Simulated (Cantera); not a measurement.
Feed: 1 mol PbO, 1.3 mol CO, 6.5 mol N2, 2.2 mol O2, at 1550 K and 0.870 bar.

Method: chemical equilibrium by Gibbs-energy minimisation in Cantera with the NASA 1993 tables (ideal gas, pure condensed phases). Candidate condensed phases: C, Pb, PbO, PbO2, Pb3O4; 27 gas species. Gases not in the tables: (PbO)n polymers. Kinetics and transport are ignored.

Base state: N2 0.681, O2 0.162, CO2 0.136, PbO 0.0187, NO 0.00127, Pb 0.000343 (mole fractions); condensed: PbO(l).

Problem. What changes in the equilibrium state with this change: temperature from 1550 K to 823.15 K?

Solution. 
| species | before | after |
|---|---|---|
| N2 | 0.681 | 0.695 |
| O2 | 0.162 | 0.166 |
| CO2 | 0.136 | 0.139 |
| PbO | 0.0187 | <1e-9 |
| Pb | 0.000343 | <1e-9 |
| NO | 0.00127 | 2.46e-6 |
| PbO(l), mol | 0.818 | 0 |
| PbO(yellow), mol | 0 | 1.00 |

Problem. What changes in the equilibrium state with this change: O2 from 2.2 to 0.019 mol?

Solution. 
| species | before | after |
|---|---|---|
| N2 | 0.681 | 0.796 |
| CO2 | 0.136 | 0.127 |
| Pb | 0.000343 | 0.0450 |
| O2 | 0.162 | 1.81e-9 |
| CO | 3.67e-6 | 0.0323 |
| PbO | 0.0187 | 0.000260 |
| Pb2 | 1.49e-9 | 2.56e-5 |
| NO | 0.00127 | 1.44e-7 |
| PbO(l), mol | 0.818 | 0 |
| Pb(l), mol | 0 | 0.630 |

Problem. What changes in the equilibrium state with this change: CO from 1.3 to 4 mol?

Solution. 
```csv
species,before,after
N2,0.681,0.595
CO2,0.136,0.366
PbO,0.0187,0.0187
O2,0.162,0.0186
CO,3.67e-6,2.91e-5
NO,0.00127,0.000401
Pb,0.000343,0.00101
"PbO(l), mol",0.818,0.784
```
